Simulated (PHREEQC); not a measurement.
Solution (25 °C and 50 atm): 0.0021 mol/kgw HF, 0.25 mol/kgw (CH3)4NF and 0.0022 mol/kgw H2SO4. Closed to the air; pH follows from the charge balance.

Model: ion-association model, phreeqc.dat, run in PHREEQC.

No solid was allowed to form.

**Question.** What pH does the model give?

**Answer.** pH 4.83.

**Question.** In which forms is F present?

**Answer.** F- 96 %, HF2- 2.4 %, HF 1.4 % of the F.

Under pressure, the constants of complexes without a molar volume in the database are unreliable. (CH3)4N+ isn't in the database: it is added as a free cation with an ion size of 4 Å.
